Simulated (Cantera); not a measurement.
A freely propagating, adiabatic, planar premixed flame of C₃H₈ : O₂ : N₂ = 1 : 5.38 : 20.2 (molar parts), unburnt at 523 K and 1.00 bar; mixture-averaged transport, grid criteria slope 0.08 and curve 0.16, no radiation.

Detailed kinetics in Cantera: GRI-Mech 3.0 (53 species, 325 reactions). GRI-Mech 3.0 was tuned for natural gas; its chemistry of propane as a main component is partial and can be far from experiment. Burning velocities carry a grid error of a few per cent, more on coarse grids.

Q: Predict: laminar burning velocity; thermal thickness; peak x(CH₂CO); peak x(CH₃); peak x(HCN).

A: 
```json
{
  "laminar_burning_velocity": "119 cm/s",
  "thermal_thickness": "0.290 mm",
  "peak x(CH₂CO)": "0.00133",
  "peak x(CH₃)": "0.00231",
  "peak x(HCN)": "2.20e-6"
}
```
